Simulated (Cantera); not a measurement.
Input (Python, Cantera) and output of one run.

```python
import numpy as np
import cantera as ct

gas_names = """
    C CH CH2 CH3 CH2OH CH3O CH4 CH3OH CO CO2 COOH C2 C2H CHCO,ketyl C2H2,acetylene C2H2,vinylidene
    CH2CO,ketene C2H3,vinyl CH3CO,acetyl C2H4 C2H4O,ethylen CH3CHO,ethanal CH3COOH (HCOOH)2 C2H5 C2H6
    CH3OCH3 C2H5OH C2O C3 C3H3,propargyl C3H4,allene C3H4,propyne C3H4,cyclo- C3H5,allyl C3H6,propylene
    C3H6,cyclo- C3H6O C3H7,n-propyl C3H7,i-propyl C3H8 C3H8O,1propanol C3H8O,2propanol C3O2 C4 C4H2
    C4H4,1,3-cyclo- C4H6,butadiene C4H6,2-butyne C4H6,cyclo- C4H8,1-butene C4H8,cis2-buten
    C4H8,tr2-butene C4H8,isobutene C4H8,cyclo- (CH3COOH)2 C4H9,n-butyl C4H9,i-butyl C4H9,s-butyl
    C4H9,t-butyl C4H10,isobutane C4H10,n-butane C5 C5H6,1,3cyclo- C5H8,cyclo- C5H10,1-pentene
    C5H10,cyclo- C5H11,pentyl C5H11,t-pentyl C5H12,n-pentane C5H12,i-pentane CH3C(CH3)2CH3 C6H2
    C6H5,phenyl C6H5O,phenoxy C6H6 C6H5OH,phenol C6H10,cyclo- C6H12,1-hexene C6H12,cyclo- C6H13,n-hexyl
    C7H7,benzyl C7H8 C7H8O,cresol C7H14,1-heptene C7H15,n-heptyl C7H16,n-heptane C8H8,styrene
    C8H10,ethylbenz C8H16,1-octene C8H17,n-octyl C8H18,isooctane C8H18,n-octane C9H19,n-nonyl
    C10H8,naphthale C10H21,n-decyl C12H9,o-bipheny C12H10,bipheny H HCO HO2 H2 HCHO,formaldehy HCOOH H2O
    H2O2 O OH O2 O3 Ta TaO TaO2
""".split()
cond_names = """
    C(gr) C6H6(L) C7H8(L) C8H18(L),n-octa H2O(s) H2O(L) Ta(cr) Ta(L) TaC(s) TaC(L) Ta2O5(s) Ta2O5(L)
""".split()


def load(file, names, dense=False):
    # The tables refer to 1 bar. Condensed volumes are neglected.
    table = {s.name: s for s in ct.Species.list_from_file(file)}
    out = []
    for n in names:
        d = dict(table[n].input_data)
        d["thermo"] = dict(d["thermo"], **{"reference-pressure": 1e5})
        if dense:
            d["equation-of-state"] = {"model": "constant-volume", "density": "1e6 g/cm^3"}
        out.append(ct.Species.from_dict(d))
    return out


gas = ct.Solution(thermo="ideal-gas", species=load("nasa_gas.yaml", gas_names))
cond = {s.name: ct.Solution(thermo="fixed-stoichiometry", species=[s], name=s.name)
        for s in load("nasa_condensed.yaml", cond_names, dense=True)}
atoms = {
    'Ta(OEt)5': {'Ta': 1, 'C': 10, 'H': 25, 'O': 5},
    'O2': {'O': 2},
}
top_T = {'C(gr)': 4500}  # K; cautious upper limits of use, not melting points


def equilibrate(T, P, feed):
    n = {}
    for name, mol in feed.items():
        for a, k in atoms[name].items():
            n[a] = n.get(a, 0.0) + k * mol
    gas.TPX = T, P, n
    mass = sum(n.values()) * gas.mean_molecular_weight
    gas.equilibrate("TP")
    valid = [c for c in cond.values() if c.min_temp <= T <= top_T.get(c.name, c.max_temp)]
    mix = ct.Mixture([(gas, mass / gas.mean_molecular_weight)] + [(c, 0.0) for c in valid])
    mix.T, mix.P = T, P
    mix.equilibrate("TP", solver="vcs", rtol=1e-11, max_steps=5000)
    return mix


results = []
feed = {'Ta(OEt)5': 1, 'O2': 2.3}  # mol
T = 1525  # K
P = 120  # Pa
mix = equilibrate(T, P, feed)
results.append((T, P, feed, dict(zip(mix.species_names, mix.species_moles))))
print(gas.report(threshold=1e-06))
for i in range(1, mix.n_phases):
    print(f"{mix.phase(i).name:16s} {mix.phase_moles(i):12.5e} mol")
```

Result:

```
       temperature   1525 K
          pressure   120 Pa
           density   0.00012321 kg/m^3
  mean mol. weight   13.019 kg/kmol
   phase of matter   gas

                          1 kg             1 kmol
                     ---------------   ---------------
          enthalpy       -6.5607e+05       -8.5412e+06  J
   internal energy         -1.63e+06       -2.1221e+07  J
           entropy             20779        2.7052e+05  J/K
    Gibbs function       -3.2344e+07       -4.2108e+08  J
 heat capacity c_p            2582.6             33623  J/K
 heat capacity c_v              1944             25308  J/K

                      mass frac. Y      mole frac. X     chem. pot. / RT
                     ---------------   ---------------   ---------------
                CO            0.9099           0.42292           -43.119
               CO2        0.00033922        0.00010035           -77.242
                 H        4.0132e-05        0.00051833           -12.964
                H2           0.08921            0.5761           -25.928
               H2O        0.00050926        0.00036802           -60.052
     [ +108 minor]         1.245e-07        1.8522e-08

C(gr)             0.00000e+00 mol
Ta(cr)            0.00000e+00 mol
TaC(s)            8.31472e-01 mol
Ta2O5(s)          8.42640e-02 mol
```

These are equilibrium values from Cantera (NASA tables, ideal gas, pure condensed phases), not measurements of a reactor. The feed counts by its element totals alone. Mutual solubility and eutectic melting of coexisting phases are not modelled. TaC: taken at fixed stoichiometry. Condensed phases not in the tables: Ta2C.
